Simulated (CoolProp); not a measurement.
Saturation properties of tetrahydrofuran.

Model: reference Helmholtz-energy equation of state, Fiedler 2023, in CoolProp.

```
T (K)  p (bar)  liquid density (kg/m³)  vapour density (kg/m³)  enthalpy of vaporisation (kJ/kg)  liquid cp (kJ/(kg K))
-----  -------  ----------------------  ----------------------  --------------------------------  ---------------------
308.5   0.3347                   870.5                  0.9523                             438.4                  1.762
321.6      ___                   855.8                     ___                             429.1                  1.813
334.8   0.8803                     ___                   2.339                             419.5                  1.866
347.9      ___                   825.4                   3.454                             409.7                  1.921
361.1    1.968                   809.7                   4.954                             399.4                  1.979
374.3    2.806                   793.5                   6.916                             388.7                  2.038
387.4      ___                   776.9                   9.410                             377.4                  2.099
400.6    5.264                   759.7                   12.58                               ___                  2.164
413.7    6.968                   741.9                   16.52                             352.7                  2.231
426.9    9.072                   723.1                   21.43                             338.9                  2.305
440.1    11.62                   703.3                   27.50                             324.0                  2.385
453.2      ___                   682.4                   34.95                             307.8                  2.475
466.4    18.22                   659.7                   44.28                             289.6                  2.582
479.5    22.40                   634.9                     ___                             269.2                  2.717
```

Q: Fill in the missing entries.

A: 
- 321.6, p (bar): 0.5545
- 321.6, vapour density (kg/m³): 1.523
- 334.8, liquid density (kg/m³): 840.7
- 347.9, p (bar): 1.338
- 387.4, p (bar): 3.885
- 400.6, enthalpy of vaporisation (kJ/kg): 365.4
- 453.2, p (bar): 14.63
- 479.5, vapour density (kg/m³): 55.95

It boils at 339.1 K under 1 atm.
